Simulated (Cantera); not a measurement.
**Ignition delay**

Mixture: 2.43 % C₃H₈, 13.2 % O₂, 84.4 % N₂, at 15800 Torr, adiabatic and at constant volume. Ignition delay is the time to a rise of 400 K.

Cantera simulation using GRI-Mech 3.0 (53 species, 325 reactions); the numbers are that mechanism's predictions, not measurements. GRI-Mech 3.0 was tuned for natural gas; its chemistry of propane as a main component is partial and can be far from experiment. The pressure lies above the range GRI-Mech 3.0 was tuned for (to about 10 atm).

```json
[
 {"T0 (K)": "1048", "delay (ms)": "19.4"},
 {"T0 (K)": "1098", "delay (ms)": "7.76"},
 {"T0 (K)": "1148", "delay (ms)": "3.18"},
 {"T0 (K)": "1198", "delay (ms)": "1.33"},
 {"T0 (K)": "1248", "delay (ms)": "0.569"},
 {"T0 (K)": "1298", "delay (ms)": "0.253"},
 {"T0 (K)": "1348", "delay (ms)": "0.118"},
 {"T0 (K)": "1398", "delay (ms)": "0.0585"}
]
```

```
Quantity                                                Result
--------------------------------------------------  ----------
apparent activation energy between 1298 and 1398 K  220 kJ/mol
```
